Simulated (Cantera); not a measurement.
Equilibrium for fluorocarbon and chlorocarbon gases: CF₄ + CH₄

Charge: 1 mol CF₄, a varied amount of CH₄, equilibrated at 3348 K and 48000 Pa.

These are equilibrium values from Cantera (NASA tables, ideal gas, pure condensed phases), not measurements of a reactor. Candidate condensed phases: C, C₆H₆, C₇H₈, C₈H₁₈; 95 gas species. Gases not in the tables: C₂F₆ and larger saturated fluorocarbons. The numbers say what is thermodynamically allowed, not how fast it happens.

```tsv
n(CH₄) (mol)	log p F	log p HF	log p CF₂	log p CF	log p C₃	n C(graphite)
0.054	-0.51	-1.52	-1.06	-1.31	-2.50	0
0.064	-0.52	-1.44	-1.06	-1.31	-2.46	0
0.076	-0.53	-1.37	-1.06	-1.30	-2.41	0
0.089	-0.54	-1.30	-1.07	-1.30	-2.36	0
0.11	-0.56	-1.21	-1.08	-1.29	-2.28	0
0.12	-0.57	-1.18	-1.08	-1.29	-2.25	0
0.15	-0.59	-1.09	-1.10	-1.28	-2.15	0
0.17	-0.61	-1.03	-1.11	-1.28	-2.09	0
0.2	-0.63	-0.97	-1.14	-1.29	-2.07	0.0512
0.24	-0.65	-0.90	-1.18	-1.31	-2.07	0.144
0.28	-0.67	-0.83	-1.23	-1.33	-2.07	0.235
```
log p: log10 of the partial pressure in bar; n: condensed amount in mol.

From 0.054 mol CH₄ to 0.17 mol CH₄ nothing is condensed. From 0.2 mol CH₄ to 0.28 mol CH₄ the condensed part is C(graphite). The main C-bearing gas is CF₂ throughout.
